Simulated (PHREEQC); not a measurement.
0.13 g of hydrous ferric oxide (600 m²/g; 0.2 weak and 0.005 strong sites per Fe, Dzombak-Morel constants, diffuse double layer) in 1 kg of water with 0.1 mol/kgw of an inert sodium salt and 0.00015 mol/kgw CaCl2 and 4.8e-05 mol/kgw NaH2PO4, at 25 °C; the pH is set by adding NaOH or the inert anion's acid. Oxygen alone is held at its pressure in air (log pO2 = -0.68). No CO2 enters from the air. No solid was allowed to form.

The series has 17 steps of pH, from 3 to 11.

All values are PHREEQC results (ion-association model, wateq4f.dat), not measurements.

Question: Near which pH is half of the Ca sorbed, and on which side is more sorbed?

Answer: Near pH 9.5, with more sorbed at higher pH.

Question: Near which pH is half of the P sorbed, and on which side is more sorbed?

Answer: Near pH 9.0, with more sorbed at lower pH.

Question: At which pH does the surface charge pass through zero?

Answer: Near pH 7.7.

Along this series the solution becomes supersaturated in solids that the run did not let form, among them Hydroxyapatite. H3PO4, which wateq4f.dat lacks, is added to it with the constant of phreeqc.dat. The oxide is taken as insoluble; below pH 4 it would dissolve.
